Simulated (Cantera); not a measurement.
Charge: 1 mol SiC, 0.88 mol O₂, 21 mol H₂, at 1.60 bar.

Points: T (K) = 900, 1000, 1100, 1200, 1300, 1400, 1500, 1600, 1700, 1800, 1900, 2000, 2100, 2200.

Cantera's Mixture.equilibrate('TP', solver="vcs", rtol=1e-11, max_steps=5000) on the NASA tables stopped like this:

```
CH4 4.374e-02
   condensed (mol): SiC(b) 0.12  SiO2(hqz) 0.88
T = 1100 K  P = 160000 Pa  gas = 20.12 mol
   x: H2 9.563e-01  CH4 4.373e-02
   condensed (mol): SiC(b) 0.12  SiO2(hqz) 0.88
T = 1200 K  P = 160000 Pa  gas = 20.51 mol
   x: H2 9.759e-01  CH4 2.407e-02
   condensed (mol): C(gr) 0.3852  SiC(b) 0.1204  SiO2(hqz) 0.8796
T = 1300 K  P = 160000 Pa  gas = 20.75 mol
   x: H2 9.874e-01  CH4 1.227e-02
   condensed (mol): C(gr) 0.6144  SiC(b) 0.1237  SiO2(hqz) 0.8763
T = 1400 K  P = 160000 Pa  gas = 20.91 mol
   x: H2 9.907e-01  CH4 6.783e-03  CO 2.538e-03
   condensed (mol): C(gr) 0.6582  SiC(b) 0.1467  SiO2(hqz) 0.8533
ERROR: FAILURE its = 5001!

*******************************************************************************
CanteraError thrown by MultiPhase::equilibrate:
VCS solver failed. Return code: -1
*******************************************************************************
```

What got this run through?

Several could match; the one computed here: The failure is numerical, not chemical. The same input converged with solver="gibbs", rtol=1e-10, max_steps=50000, and the result passed a check of the equilibrium conditions:
```
T = 900 K  P = 160000 Pa  gas = 20.12 mol
   x: H2 9.563e-01  CH4 4.374e-02
   condensed (mol): SiC(b) 0.12  SiO2(hqz) 0.88
T = 1000 K  P = 160000 Pa  gas = 20.12 mol
   x: H2 9.563e-01  CH4 4.374e-02
   condensed (mol): SiC(b) 0.12  SiO2(hqz) 0.88
T = 1100 K  P = 160000 Pa  gas = 20.12 mol
   x: H2 9.563e-01  CH4 4.373e-02
   condensed (mol): SiC(b) 0.12  SiO2(hqz) 0.88
T = 1200 K  P = 160000 Pa  gas = 20.51 mol
   x: H2 9.759e-01  CH4 2.407e-02
   condensed (mol): C(gr) 0.3852  SiC(b) 0.1204  SiO2(hqz) 0.8796
T = 1300 K  P = 160000 Pa  gas = 20.75 mol
   x: H2 9.874e-01  CH4 1.227e-02
   condensed (mol): C(gr) 0.6144  SiC(b) 0.1237  SiO2(hqz) 0.8763
T = 1400 K  P = 160000 Pa  gas = 20.91 mol
   x: H2 9.907e-01  CH4 6.783e-03  CO 2.538e-03
   condensed (mol): C(gr) 0.6582  SiC(b) 0.1467  SiO2(hqz) 0.8533
T = 1500 K  P = 160000 Pa  gas = 21.22 mol
   x: H2 9.818e-01  CO 1.410e-02  CH4 3.964e-03
   condensed (mol): C(gr) 0.3464  SiC(b) 0.2697  SiO2(hqz) 0.7297
T = 1600 K  P = 160000 Pa  gas = 21.54 mol
   x: H2 9.719e-01  CO 2.636e-02  CH4 1.382e-03
   condensed (mol): SiC(b) 0.402  SiO2(hqz) 0.5928
T = 1700 K  P = 160000 Pa  gas = 21.63 mol
   x: H2 9.700e-01  CO 2.748e-02  SiO 1.953e-03
   condensed (mol): SiC(b) 0.3969  SiO2(L) 0.5608
T = 1800 K  P = 160000 Pa  gas = 21.93 mol
   x: H2 9.571e-01  CO 3.056e-02  SiO 1.180e-02
   condensed (mol): SiC(b) 0.3268  SiO2(L) 0.4143
T = 1900 K  P = 160000 Pa  gas = 22.76 mol
   x: H2 9.220e-01  SiO 3.862e-02  CO 3.858e-02
   condensed (mol): SiC(b) 0.1202
T = 2000 K  P = 160000 Pa  gas = 22.77 mol
   x: H2 9.213e-01  CO 3.862e-02  SiO 3.860e-02  H 1.234e-03
   condensed (mol): SiC(b) 0.119
T = 2100 K  P = 160000 Pa  gas = 22.79 mol
   x: H2 9.201e-01  CO 3.867e-02  SiO 3.853e-02  H 2.363e-03
   condensed (mol): SiC(b) 0.1169
T = 2200 K  P = 160000 Pa  gas = 22.81 mol
   x: H2 9.179e-01  CO 3.879e-02  SiO 3.833e-02  H 4.266e-03
   condensed (mol): SiC(b) 0.1121
```

The gas is ideal and each condensed phase is pure. Mutual solubility and eutectic melting of coexisting phases are not modelled. The tables hold silica as quartz up to 1696 K and as liquid above; real silica turns to tridymite and cristobalite and melts near 1996 K. Gases not in the tables: Si2H6 and higher silanes.
